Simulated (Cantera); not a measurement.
## Stirred combustor or abatement burner

A perfectly stirred reactor is fed with CH4 : H2 : O2 : N2 = 1 : 0.19 : 4.36 : 16.4 (molar parts), at 1.01 bar; it is adiabatic with a 650 K inlet, and is followed from long to short residence time, starting on the burning branch (τ in s: 0.49, 0.17, 0.057, 0.019, 0.0066, 0.0023, 0.00077, 0.00026, 8.9e-05).

Computed with Cantera and GRI-Mech 3.0 (53 species, 325 reactions).

| τ (s) | T (K) | x CH4 | x H2 | x O2 | x H2O2 | x CH3 | x HO2 |
|---|---|---|---|---|---|---|---|
| 0.49 | 1733 | 3.60e-6 | 2.55e-5 | 0.103 | 3.89e-8 | 7.41e-7 | 7.70e-7 |
| 0.17 | 1731 | 7.36e-6 | 4.71e-5 | 0.103 | 5.79e-8 | 1.49e-6 | 1.20e-6 |
| 0.057 | 1727 | 1.49e-5 | 9.36e-5 | 0.103 | 9.12e-8 | 2.87e-6 | 2.16e-6 |
| 0.019 | 1720 | 2.97e-5 | 0.000190 | 0.103 | 1.44e-7 | 5.28e-6 | 4.10e-6 |
| 0.0066 | 1707 | 5.80e-5 | 0.000370 | 0.104 | 2.22e-7 | 9.30e-6 | 7.62e-6 |
| 0.0023 | 1684 | 0.000116 | 0.000701 | 0.104 | 3.42e-7 | 1.64e-5 | 1.38e-5 |
| 0.00077 | 1640 | 0.000262 | 0.00130 | 0.106 | 5.46e-7 | 3.14e-5 | 2.49e-5 |
| 0.00026 | 1561 | 0.000752 | 0.00237 | 0.110 | 9.48e-7 | 7.29e-5 | 4.69e-5 |
| 8.9e-5 | 650 | 0.0456 | 0.00866 | 0.199 | <1e-12 | <1e-12 | <1e-12 |
x: mole fraction; the columns are a selection and need not sum to one.
